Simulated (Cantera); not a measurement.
Feed: 1 mol Si, 0.03 mol HCl, 3.9 mol H2, at 1127 °C and 0.133 bar.

Method: chemical equilibrium by Gibbs-energy minimisation in Cantera with the NASA 1993 tables (ideal gas, pure condensed phases). Candidate condensed phases: Si; 19 gas species. Equilibrium is a limit: real reactors are often held back by kinetics, nucleation or transport.

Base state: H2 0.993, HCl 0.00730, SiCl2 0.000159, H 1.33e-5 (mole fractions); condensed: Si(s).

**Question.** What changes in the equilibrium state with this change: H2 from 3.9 to 0.078 mol?

**Answer.** 
```csv
species,before,after
H2,0.993,0.820
HCl,0.00730,0.111
SiCl2,0.000159,0.0445
SiCl4,1.19e-7,0.00941
SiCl3,2.11e-6,0.00994
SiHCl3,1.15e-6,0.00491
SiH2Cl2,1.66e-6,0.000385
"Si(s), mol",0.999,0.993
```
The tables' values for SiCl3 are old estimates; treat these amounts as uncertain.
